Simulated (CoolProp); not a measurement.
Properties of n-hexane along the isobar 12.2 MPa.

The numbers come from the reference Helmholtz-energy equation of state, Thol 2019 in CoolProp.

```
T (K)          phase  density (kg/m³)  speed of sound (m/s)  viscosity (µPa s)
-----  -------------  ---------------  --------------------  -----------------
419           liquid            561.4                 734.0                135
428.8         liquid            551.9                 702.9                127
438.5         liquid            542.3                 672.6                119
448.3         liquid            532.4                 642.7                112
458           liquid            522.4                 613.6                106
467.7         liquid            512.1                 585.2               99.8
477.5         liquid            501.5                 557.2               94.1
487.2         liquid            490.7                 530.3               88.8
497           liquid            479.5                 503.8               83.8
506.7         liquid            468.1                 478.6               79.1
516.4  supercritical            456.3                 454.2               74.7
526.2  supercritical            444.1                 430.8               70.5
```

Viscosity comes from a separate model (Michailidou 2013).
